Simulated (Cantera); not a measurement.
A closed system holds: 1 mol TiO₂, 4.3 mol CH₄, 0.9 mol H₂, equilibrated at 1850 °C and 45.0 Pa.

Cantera equilibrium calculation (NASA polynomials, part measured and part estimated; ideal gas, pure solids and liquids). Candidate condensed phases: C, C₆H₆, C₇H₈, C₈H₁₈, H₂O, Ti, TiC, TiO, TiO₂, Ti₂O₃, Ti₃O₅, Ti₄O₇; 113 gas species. TiC: taken at fixed stoichiometry. Kinetics and transport are ignored.

Base state: H₂ 0.696, CO 0.162, H 0.141, C₂H₂ (acetylene) 0.00115, Ti 1.59e-5 (mole fractions); condensed: C(graphite) + TiC(s).

Task: What changes in the equilibrium state with this change: TiO₂ replaced by Fe₃O₄?

Result: 
```
species            before     after
----------------  -------  --------
H₂                  0.696     0.482
CO                  0.162     0.228
Fe                      0     0.171
H                   0.141     0.117
Ti                1.59e-5         0
C₂H₂ (acetylene)  0.00115  0.000799
C(graphite), mol     1.27     0.272
TiC(s), mol         1.000         0
```
Further candidate phases: Fe, Fe(CO)₅, FeO, Fe(OH)₂, Fe(OH)₃, Fe₂O₃, Fe₃O₄.

Task: What changes in the equilibrium state with this change: pressure from 45.0 Pa to 0.840 bar?

Result: 
```csv
species,before,after
H₂,0.696,0.821
CO,0.162,0.174
H,0.141,0.00355
Ti,1.59e-5,8.53e-9
CH₄,6.81e-8,0.000177
CH₃,2.68e-7,1.48e-5
C₂H₂ (acetylene),0.00115,0.00136
"C(graphite), mol",1.27,1.27
"TiC(s), mol",1.000,1.00
```
